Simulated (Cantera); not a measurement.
Charge: 1 mol CaCO3, 0.022 mol C, 0.63 mol H2O, 3.7 mol CO2, at 627 °C and 2100 Torr.

Equilibrium computed with Cantera from the NASA thermochemical tables; the gas is ideal and each condensed phase is pure. Candidate condensed phases: C, C6H6, C7H8, C8H18, Ca, CaCO3, CaO, Ca(OH)2, H2O; 115 gas species. Rates play no part.

Base state: CO2 0.848, H2O 0.142, CO 0.00730, H2 0.00281 (mole fractions); condensed: CaCO3(calcite).

Q: What changes in the equilibrium state with this change: temperature from 627 °C to 1625 °C?

A: 
```
species               before     after
-------------------  -------  --------
CO2                    0.848     0.872
H2O                    0.142     0.117
CO                   0.00730   0.00971
H2                   0.00281  0.000310
O2                     <1e-9  0.000837
OH                     <1e-9  0.000254
CaCO3(calcite), mol     1.00         0
CaO(s), mol                0     1.000
```

Q: What changes in the equilibrium state with this change: CO2 from 3.7 to 0.27 mol?

A: 
| species | before | after |
|---|---|---|
| H2O | 0.142 | 0.644 |
| CO2 | 0.848 | 0.308 |
| H2 | 0.00281 | 0.0395 |
| CO | 0.00730 | 0.00822 |
| CaCO3(calcite), mol | 1.00 | 1.00 |
